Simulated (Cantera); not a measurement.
Adiabatic ignition

An adiabatic, constant-volume homogeneous reactor starts with CH4 : O2 : N2 : CO2 = 1 : 1.67 : 6.27 : 0.55 (molar parts), equivalence ratio 1.2, at 1775 K and 101000 Pa.

Cantera simulation using GRI-Mech 3.0 (53 species, 325 reactions); the numbers are that mechanism's predictions, not measurements.

```
t (s)     T (K)  P (bar)   x CH4    x O2   x CO2     x NO2     x HCN
--------  -----  -------  ------  ------  ------  --------  --------
6.00e-6    1775     1.01   0.105   0.176  0.0580    <1e-12    <1e-12
1.47e-5    1774     1.01   0.105   0.176  0.0580    <1e-12    <1e-12
3.61e-5    1774     1.01   0.105   0.176  0.0579    <1e-12  1.54e-12
8.86e-5    1790     1.02  0.0980   0.172  0.0579  3.36e-12  1.10e-10
0.000217   2911     1.81  <1e-12  0.0182  0.0628   3.89e-7   2.45e-9
0.000533   2913     1.81  <1e-12  0.0164  0.0627   1.50e-6   5.94e-9
0.00131    2907     1.80  <1e-12  0.0155  0.0624   2.19e-6   8.19e-9
0.00321    2906     1.80  <1e-12  0.0154  0.0624   2.26e-6   8.42e-9
0.00788    2906     1.80  <1e-12  0.0154  0.0624   2.26e-6   8.42e-9
0.0193     2906     1.80  <1e-12  0.0154  0.0624   2.26e-6   8.42e-9
0.0474     2906     1.80  <1e-12  0.0154  0.0624   2.26e-6   8.42e-9
0.116      2906     1.80  <1e-12  0.0154  0.0624   2.26e-6   8.42e-9
0.285      2906     1.80  <1e-12  0.0154  0.0624   2.26e-6   8.42e-9
0.700      2906     1.80  <1e-12  0.0154  0.0624   2.26e-6   8.42e-9
```
x: mole fraction; the columns are a selection and need not sum to one.

| Property | Value |
|---|---|
| time of steepest temperature rise | 0.134 ms |
| temperature at 0.700 s | 2906 K |
| equilibrium temperature | 2906 K |
| x(CH4) at 0.700 s | <1e-12 (gas-phase equilibrium <1e-12) |
| x(O2) at 0.700 s | 0.0154 (gas-phase equilibrium 0.0154) |
| x(CO2) at 0.700 s | 0.0624 (gas-phase equilibrium 0.0624) |
